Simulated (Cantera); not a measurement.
Cantera with NASA thermochemical tables; ideal gases at 1 bar, condensed phases pure. Values are per mole of reaction as written; species without (g) are pure solids or liquids, kept so even where they would boil at 1 bar.

1.333 Ti + O₂(g) → 0.6667 Ti₂O₃

| T (K) | ΔH° (kJ) | ΔS° (J/K) | ΔG° (kJ) | log10 K | condensed phases |
|---|---|---|---|---|---|
| 1873 | -989.3 | -165.2 | -679.8 | 18.96 | Ti(β), Ti₂O₃(s) |
| 1973 | -1007.9 | -174.8 | -663.0 | 17.55 | Ti(l), Ti₂O₃(s) |
| 2073 | ? | ? | ? | ? | Ti(l), Ti₂O₃(s) |
| 2173 | ? | ? | ? | ? | Ti(l), Ti₂O₃(l) |
| 2273 | ? | ? | ? | ? | Ti(l), Ti₂O₃(l) |
| 2373 | ? | ? | ? | ? | Ti(l), Ti₂O₃(l) |

Task: Fill in the missing entries.

Result: 
- 2073, ΔH° (kJ): -1007.7
- 2073, ΔS° (J/K): -174.7
- 2073, ΔG° (kJ): -645.5
- 2073, log10 K: 16.27
- 2173, ΔH° (kJ): -937.6
- 2173, ΔS° (J/K): -141.6
- 2173, ΔG° (kJ): -630.0
- 2173, log10 K: 15.14
- 2273, ΔH° (kJ): -937.2
- 2273, ΔS° (J/K): -141.4
- 2273, ΔG° (kJ): -615.8
- 2273, log10 K: 14.15
- 2373, ΔH° (kJ): -936.9
- 2373, ΔS° (J/K): -141.3
- 2373, ΔG° (kJ): -601.7
- 2373, log10 K: 13.24
